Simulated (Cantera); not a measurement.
Standard-state values (1 bar) from the NASA 1993 polynomials, evaluated with Cantera. Values are per mole of reaction as written; species without (g) are pure solids or liquids, kept so even where they would boil at 1 bar.

Ca + 2 HBr(g) ⇌ H2(g) + CaBr2

```
T (K)  ΔH° (kJ)  ΔS° (J/K)  ΔG° (kJ)  log10 K
-----  --------  ---------  --------  -------
1148     -570.2     -129.2    -421.9    19.20
1173     -569.3     -128.4    -418.7    18.64
1198          …          …         …        …
1223     -567.3     -126.8    -412.3    17.61
1248          …          …         …        …
1273     -565.3     -125.2    -406.0    16.66
```

Task: Fill in the missing entries.

Result: 
- 1198, ΔH° (kJ): -568.3
- 1198, ΔS° (J/K): -127.6
- 1198, ΔG° (kJ): -415.5
- 1198, log10 K: 18.11
- 1248, ΔH° (kJ): -566.3
- 1248, ΔS° (J/K): -126.0
- 1248, ΔG° (kJ): -409.1
- 1248, log10 K: 17.12
